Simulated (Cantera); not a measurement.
What does this Cantera script print?

```python
import numpy as np
import cantera as ct

gas = ct.Solution("gri30.yaml")
gas.TPX = 1723, 500000, {'H2': 1, 'O2': 0.455, 'N2': 1.71}
reactor = ct.IdealGasReactor(gas, energy="on", clone=False)
net = ct.ReactorNet([reactor])
net.rtol, net.atol = 1e-08, 1e-16
show = ['H2', 'O2', 'H', 'H2O', 'O', 'NO', 'NO2']
times = np.geomspace(2e-06, 0.2, 14)

steps = ct.SolutionArray(gas, extra=["t"])
rows = []
print(f"{'t/s':>10s}{'T/K':>9s}{'P/Pa':>11s}" + "".join(f"{s:>11s}" for s in show))
for t in times:
    while net.time < t:
        t_next = net.step()
        steps.append(gas.state, t=t_next)
    rows.append([np.interp(t, steps.t, y) for y in (steps.T, steps.P, *steps(*show).X.T)])
    print(f"{t:10.3e}{rows[-1][0]:9.1f}{rows[-1][1]:11.4g}" + "".join(f"{x:11.3e}" for x in rows[-1][2:]))
rate = np.gradient(steps.T, steps.t)
print("integrator steps:", len(steps.t))
if steps.T.max() > steps.T[0] + 200:
    print(f"time of steepest temperature rise: {steps.t[rate.argmax()]:.4e} s")
gas.TPX = 1723, 500000, {'H2': 1, 'O2': 0.455, 'N2': 1.71}
gas.equilibrate("UV")
print(f"equilibrium (UV): T = {gas.T:.1f} K  " + "  ".join(f"{s} {gas[s].X[0]:.3e}" for s in show))
```

Output:

```
       t/s      T/K       P/Pa         H2         O2          H        H2O          O         NO        NO2
 2.000e-06   2526.5  6.998e+05  8.117e-02  2.324e-02  7.483e-02  1.934e-01  2.320e-02  6.491e-05  2.057e-08
 4.849e-06   3186.7  8.433e+05  7.357e-02  1.364e-02  3.270e-02  2.366e-01  1.066e-02  8.095e-04  2.847e-07
 1.176e-05   3243.2  8.544e+05  7.260e-02  1.202e-02  2.931e-02  2.415e-01  9.251e-03  3.393e-03  1.170e-06
 2.850e-05   3235.3  8.522e+05  7.396e-02  1.104e-02  2.899e-02  2.411e-01  8.667e-03  7.835e-03  2.598e-06
 6.910e-05   3228.8  8.504e+05  7.508e-02  1.029e-02  2.874e-02  2.407e-01  8.220e-03  1.129e-02  3.628e-06
 1.675e-04   3227.9  8.501e+05  7.525e-02  1.019e-02  2.870e-02  2.406e-01  8.155e-03  1.180e-02  3.772e-06
 4.062e-04   3227.9  8.501e+05  7.525e-02  1.019e-02  2.870e-02  2.406e-01  8.155e-03  1.180e-02  3.773e-06
 9.848e-04   3227.9  8.501e+05  7.525e-02  1.019e-02  2.870e-02  2.406e-01  8.155e-03  1.180e-02  3.773e-06
 2.388e-03   3227.9  8.501e+05  7.525e-02  1.019e-02  2.870e-02  2.406e-01  8.155e-03  1.180e-02  3.773e-06
 5.789e-03   3227.9  8.501e+05  7.525e-02  1.019e-02  2.870e-02  2.406e-01  8.155e-03  1.180e-02  3.773e-06
 1.403e-02   3227.9  8.501e+05  7.525e-02  1.019e-02  2.870e-02  2.406e-01  8.155e-03  1.180e-02  3.773e-06
 3.403e-02   3227.9  8.501e+05  7.525e-02  1.019e-02  2.870e-02  2.406e-01  8.155e-03  1.180e-02  3.773e-06
 8.249e-02   3227.9  8.501e+05  7.525e-02  1.019e-02  2.870e-02  2.406e-01  8.155e-03  1.180e-02  3.773e-06
 2.000e-01   3227.9  8.501e+05  7.525e-02  1.019e-02  2.870e-02  2.406e-01  8.155e-03  1.180e-02  3.773e-06
integrator steps: 1085
time of steepest temperature rise: 1.4108e-06 s
equilibrium (UV): T = 3227.9 K  H2 7.525e-02  O2 1.019e-02  H 2.870e-02  H2O 2.406e-01  O 8.155e-03  NO 1.180e-02  NO2 3.773e-06
```

Model: GRI-Mech 3.0 (53 species, 325 reactions), integrated in Cantera. The hydrogen kinetics of GRI-Mech 3.0 are dated; newer H2 mechanisms differ, most at raised pressure. Above 3000 K some thermodynamic fits are extrapolated.
